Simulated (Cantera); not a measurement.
An isothermal, constant-pressure homogeneous reactor starts with 44.6 % CH4, 38.8 % CO2, 16.5 % H2, at 1200 K and 5.00 bar.

Detailed kinetics in Cantera: GRI-Mech 3.0 (53 species, 325 reactions).

Q: Predict: x(CH4) at 200 s; x(CO2) at 200 s; x(H2) at 200 s; x(CH3) at 200 s.

A: 
| Quantity | Result |
|---|---|
| x(CH4) at 200 s | 0.388 (gas-phase equilibrium 0.0511) |
| x(CO2) at 200 s | 0.243 (gas-phase equilibrium 0.00662) |
| x(H2) at 200 s | 0.0759 (gas-phase equilibrium 0.503) |
| x(CH3) at 200 s | 2.03e-6 (gas-phase equilibrium 1.22e-7) |
